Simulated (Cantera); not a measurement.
A closed system holds: 1 mol SiH₂Cl₂, 0.051 mol O₃, 0.41 mol H₂, held at 1823.15 K and 0.120 bar.

Cantera equilibrium calculation (NASA polynomials, part measured and part estimated; ideal gas, pure solids and liquids). Candidate condensed phases: H₂O, Si, SiO₂; 30 gas species. The tables' values for SiCl₃, SiCl are old estimates; treat these amounts as uncertain. Gases not in the tables: Si₂H₆ and higher silanes. Equilibrium is a limit: real reactors are often held back by kinetics, nucleation or transport.

Base state: H₂ 0.452, SiCl₂ 0.270, HCl 0.202, SiO 0.0601, SiCl₃ 0.0128, SiCl₄ 0.000939, H 0.000842, SiHCl₃ 0.000559 (mole fractions); condensed: Si(l).

What changes in the equilibrium state with this change: O₃ from 0.051 to 0.13 mol?


| species | before | after |
|---|---|---|
| H₂ | 0.452 | 0.375 |
| HCl | 0.202 | 0.263 |
| SiCl₂ | 0.270 | 0.204 |
| SiO | 0.0601 | 0.140 |
| SiCl₃ | 0.0128 | 0.0138 |
| H₂O | 3.74e-6 | 1.97e-5 |
| SiH₂ | 1.59e-5 | 4.86e-6 |
| Si | 3.69e-5 | 1.36e-5 |
| Si(l), mol | 0.123 | 0 |

What changes in the equilibrium state with this change: pressure from 0.120 bar to 0.0133 bar?


```csv
species,before,after
H₂,0.452,0.447
SiCl₂,0.270,0.280
HCl,0.202,0.204
SiCl₃,0.0128,0.00451
SiO,0.0601,0.0597
Si,3.69e-5,0.000332
SiH₂Cl₂,6.07e-5,6.91e-6
SiHCl₃,0.000559,6.52e-5
SiCl₄,0.000939,0.000112
Cl,0.000287,0.000876
"Si(l), mol",0.123,0.114
```
